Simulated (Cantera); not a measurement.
# Premixed flame

A freely propagating, adiabatic, planar premixed flame of CH4 : CO : O2 : N2 = 1 : 0.32 : 2.3 : 8.64 (molar parts), unburnt at 600 K and 1.58 atm; multicomponent transport, grid criteria slope 0.08 and curve 0.16, no radiation.

Computed with Cantera and GRI-Mech 3.0 (53 species, 325 reactions). Burning velocities carry a grid error of a few per cent, more on coarse grids.

| z (mm) | T (K) | u (m/s) | x CH4 | x CO | x O2 | x C2H | x HCN | x OH |
|---|---|---|---|---|---|---|---|---|
| -0.683 | 600 | 1.19 | 0.0815 | 0.0261 | 0.187 | <1e-8 | <1e-8 | <1e-8 |
| -0.455 | 601 | 1.20 | 0.0814 | 0.0261 | 0.187 | <1e-8 | <1e-8 | <1e-8 |
| -0.341 | 606 | 1.21 | 0.0809 | 0.0261 | 0.187 | <1e-8 | <1e-8 | <1e-8 |
| -0.228 | 647 | 1.29 | 0.0784 | 0.0267 | 0.183 | <1e-8 | 1.91e-8 | 5.41e-7 |
| -0.114 | 970 | 1.96 | 0.0593 | 0.0346 | 0.157 | <1e-8 | 3.12e-7 | 3.99e-5 |
| -0.0569 | 1364 | 2.78 | 0.0337 | 0.0474 | 0.120 | <1e-8 | 9.33e-7 | 0.000367 |
| 0 | 1756 | 3.60 | 0.00808 | 0.0600 | 0.0740 | 1.23e-7 | 2.05e-6 | 0.00267 |
| 0.0569 | 1924 | 3.94 | 0.000553 | 0.0549 | 0.0462 | 7.29e-8 | 1.69e-6 | 0.00707 |
| 0.114 | 1981 | 4.03 | 1.86e-5 | 0.0441 | 0.0364 | <1e-8 | 5.97e-7 | 0.00919 |
| 0.228 | 2051 | 4.15 | 3.20e-8 | 0.0329 | 0.0304 | <1e-8 | 5.71e-8 | 0.00997 |
| 0.455 | 2135 | 4.29 | <1e-8 | 0.0262 | 0.0266 | <1e-8 | <1e-8 | 0.00972 |
| 0.910 | 2222 | 4.44 | <1e-8 | 0.0215 | 0.0232 | <1e-8 | <1e-8 | 0.00871 |
| 1.82 | 2295 | 4.57 | <1e-8 | 0.0168 | 0.0202 | <1e-8 | <1e-8 | 0.00740 |
x: mole fraction of selected species; z is measured from the peak of heat release.

- laminar burning velocity = 119 cm/s
- thermal thickness = 0.228 mm
- peak x(C2H) = 1.71e-7
- peak x(HCN) = 2.22e-6
- peak x(OH) = 0.01000
- grid points = 147
